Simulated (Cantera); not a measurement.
What does this Cantera script print?

```python
import numpy as np
import cantera as ct

gas_names = """
    CL CL2 H HCL H2 Na NaCL NaH Na2 Na2CL2
""".split()
cond_names = """
    Na(cr) Na(L) NaCL(s) NaCL(L)
""".split()


# ... load() reads the species with a 1 bar reference pressure and builds the phases ...
atoms = {
    'NaCl': {'Na': 1, 'CL': 1},
    'HCl': {'H': 1, 'CL': 1},
    'H2': {'H': 2},
}
top_T = {}  # K; cautious upper limits of use, not melting points


# ... equilibrate(T, P, feed) seeds the gas with the atoms and calls Mixture.equilibrate('TP', solver="vcs", rtol=1e-11, max_steps=5000) ...
results = []
feed = {'NaCl': 1, 'HCl': 0.076, 'H2': 4.4}  # mol
P = 100000  # Pa
for T in [1325, 1350, 1375, 1400, 1425, 1450, 1475, 1500]:
    mix = equilibrate(T, P, feed)
    results.append((T, P, feed, dict(zip(mix.species_names, mix.species_moles))))

top = {s: max(r[3][s] / sum(r[3][g] for g in gas_names) for r in results) for s in gas_names}
cols = sorted((s for s in top if top[s] > 0.001), key=lambda s: -top[s])[:6]
seen = [c for c in cond_names if any(r[3].get(c, 0) > 1e-12 for r in results)]
print("log10 of partial pressures in bar; condensed amounts in mol")
print(f"{'T/K':>10s}" + "".join(f"{s[:9]:>10s}" for s in cols + seen))
for T, P, feed, n in results:
    ng = sum(n[g] for g in gas_names)
    print(f"{T:10.4g}" + "".join(f"{np.log10(max(n[s] / ng * P / 1e5, 1e-99)):10.3f}" for s in cols)
          + "".join(f"{n.get(c, 0):10.4g}" for c in seen))
```

Output:

```
log10 of partial pressures in bar; condensed amounts in mol
       T/K        H2      NaCL    Na2CL2       HCL   NaCL(L)
      1325    -0.018    -1.761    -2.244    -1.780    0.8684
      1350    -0.021    -1.632    -2.128    -1.783    0.8233
      1375    -0.026    -1.507    -2.017    -1.788     0.765
      1400    -0.031    -1.388    -1.910    -1.793    0.6902
      1425    -0.038    -1.273    -1.809    -1.800    0.5942
      1450    -0.048    -1.163    -1.712    -1.808    0.4714
      1475    -0.059    -1.057    -1.618    -1.818    0.3142
      1500    -0.073    -0.955    -1.529    -1.830    0.1121
```

These are equilibrium values from Cantera (NASA tables, ideal gas, pure condensed phases), not measurements of a reactor.
